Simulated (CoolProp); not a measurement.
Saturation properties of octamethylcyclotetrasiloxane (D4).

Values from CoolProp's reference Helmholtz-energy equation of state, Thol 2015.

| T (K) | p (MPa) | liquid density (kg/m³) | vapour density (kg/m³) | enthalpy of vaporisation (kJ/kg) | liquid cp (kJ/(kg K)) |
|---|---|---|---|---|---|
| 372.7 | 0.008580 | 863.7 | 0.8313 | 158.8 | 1.815 |
| 378 | 0.01064 | 857.3 | ___ | 156.9 | 1.827 |
| 383.3 | 0.01309 | 850.8 | 1.239 | 155.1 | 1.839 |
| 388.6 | ___ | 844.3 | 1.496 | 153.2 | 1.851 |
| 393.9 | 0.01937 | 837.7 | 1.794 | 151.3 | 1.863 |
| 399.2 | 0.02332 | 831.1 | 2.139 | 149.4 | 1.875 |
| 404.5 | 0.02790 | 824.4 | 2.536 | 147.5 | 1.887 |
| 409.8 | 0.03318 | ___ | ___ | 145.6 | 1.900 |
| 415.1 | 0.03923 | 810.8 | 3.505 | 143.7 | 1.913 |
| 420.4 | 0.04613 | 803.9 | 4.091 | 141.8 | 1.925 |
| 425.7 | 0.05395 | 797.0 | 4.751 | 139.8 | 1.938 |
| 431 | ___ | 789.9 | 5.495 | 137.8 | 1.951 |
| 436.3 | 0.07274 | 782.8 | 6.329 | 135.8 | ___ |
| 441.6 | 0.08387 | 775.5 | 7.262 | 133.7 | 1.978 |

Problem. What belongs in the gaps?

Solution. 
- 378, vapour density (kg/m³): 1.018
- 388.6, p (MPa): 0.01598
- 409.8, liquid density (kg/m³): 817.6
- 409.8, vapour density (kg/m³): 2.989
- 431, p (MPa): 0.06279
- 436.3, liquid cp (kJ/(kg K)): 1.964

It boils at 448.9 K under 1 atm.
